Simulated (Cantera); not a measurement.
What does this Cantera script print?

```python
import numpy as np
import cantera as ct

gas_names = [...]  # 127 gases of nasa_gas.yaml made of C, Fe, H, O, S
cond_names = """
    C(gr) C6H6(L) C7H8(L) C8H18(L),n-octa Fe(a) Fe(c) Fe(d) Fe(L) FeC5O5(L) FeO(s) FeO(L) Fe(OH)2(s)
    Fe(OH)3(s) FeS(a) FeS(b) FeS(c) FeS(L) FeSO4(s) FeS2(s) Fe2O3(s) Fe2S3O12(s) Fe3O4(s) H2O(s) H2O(L)
    H2SO4(L) S(cr1) S(cr2) S(L)
""".split()


# ... load() reads the species with a 1 bar reference pressure and builds the phases ...
atoms = {
    'Fe2O3': {'Fe': 2, 'O': 3},
    'H2S': {'H': 2, 'S': 1},
    'CO2': {'C': 1, 'O': 2},
}
top_T = {'C(gr)': 4500, 'FeSO4(s)': 950, 'FeS2(s)': 1010, 'Fe2O3(s)': 1830, 'Fe2S3O12(s)': 1100, 'Fe3O4(s)': 1870}  # K; cautious upper limits of use, not melting points


# ... equilibrate(T, P, feed) seeds the gas with the atoms and calls Mixture.equilibrate('TP', solver="vcs", rtol=1e-11, max_steps=5000) ...
results = []
feed = {'Fe2O3': 1, 'H2S': 0.61, 'CO2': 1.4}  # mol
P = 140000  # Pa
for T in [1025, 1075, 1125, 1175, 1225, 1275, 1325, 1375, 1425, 1475, 1525, 1575, 1625, 1675]:
    mix = equilibrate(T, P, feed)
    results.append((T, P, feed, dict(zip(mix.species_names, mix.species_moles))))

top = {s: max(r[3][s] / sum(r[3][g] for g in gas_names) for r in results) for s in gas_names}
cols = sorted((s for s in top if top[s] > 1e-05), key=lambda s: -top[s])[:7]
seen = [c for c in cond_names if any(r[3].get(c, 0) > 1e-12 for r in results)]
print("log10 of partial pressures in bar; condensed amounts in mol")
print(f"{'T/K':>10s}" + "".join(f"{s[:9]:>10s}" for s in cols + seen))
for T, P, feed, n in results:
    ng = sum(n[g] for g in gas_names)
    print(f"{T:10.4g}" + "".join(f"{np.log10(max(n[s] / ng * P / 1e5, 1e-99)):10.3f}" for s in cols)
          + "".join(f"{n.get(c, 0):10.4g}" for c in seen))
```

Result:

```
log10 of partial pressures in bar; condensed amounts in mol
       T/K       CO2       H2O       SO2        CO        S2        H2       H2S    FeO(s)    FeO(L)    FeS(c)    FeS(L)  Fe3O4(s)
      1025    -0.046    -0.416    -1.000    -2.686    -2.360    -2.943    -2.104         0         0    0.4273         0    0.5242
      1075    -0.047    -0.417    -1.001    -2.422    -2.267    -2.760    -2.089         0         0    0.4237         0    0.5254
      1125    -0.049    -0.418    -1.001    -2.184    -2.181    -2.594    -2.075         0         0    0.4192         0    0.5269
      1175    -0.052    -0.421    -1.000    -1.967    -2.102    -2.443    -2.062         0         0    0.4135         0    0.5288
      1225    -0.055    -0.423    -0.997    -1.770    -2.027    -2.305    -2.050         0         0    0.4065         0    0.5312
      1275    -0.061    -0.426    -0.991    -1.592    -1.956    -2.179    -2.040         0         0    0.3978         0    0.5341
      1325    -0.068    -0.430    -0.983    -1.432    -1.889    -2.064    -2.032         0         0    0.3872         0    0.5376
      1375    -0.106    -0.466    -0.726    -1.388    -1.627    -2.064    -2.031     1.696         0    0.1873         0   0.03892
      1425    -0.121    -0.476    -0.713    -1.244    -1.500    -1.957    -1.980     1.859         0    0.1408         0         0
      1475    -0.136    -0.485    -0.712    -1.111    -1.402    -1.855    -1.942     1.895         0         0    0.1047         0
      1525    -0.154    -0.493    -0.707    -1.001    -1.345    -1.771    -1.935     1.926         0         0   0.07405         0
      1575    -0.174    -0.502    -0.700    -0.903    -1.290    -1.694    -1.929      1.96         0         0   0.03954         0
      1625    -0.198    -0.512    -0.693    -0.816    -1.238    -1.623    -1.924     1.999         0         0  0.001275         0
      1675    -0.216    -0.516    -0.673    -0.759    -1.277    -1.579    -1.988         0         2         0         0         0
```

Method: chemical equilibrium by Gibbs-energy minimisation in Cantera with the NASA 1993 tables (ideal gas, pure condensed phases). Metal and sulfide melt together well below either melting point, which pure phases cannot show. Mutual solubility and eutectic melting of coexisting phases are not modelled. The tables' stoichiometric FeO is somewhat more stable than real wüstite, so its field is too wide. FeO, FeS: taken at fixed stoichiometry. Gases not in the tables: S3 to S7.
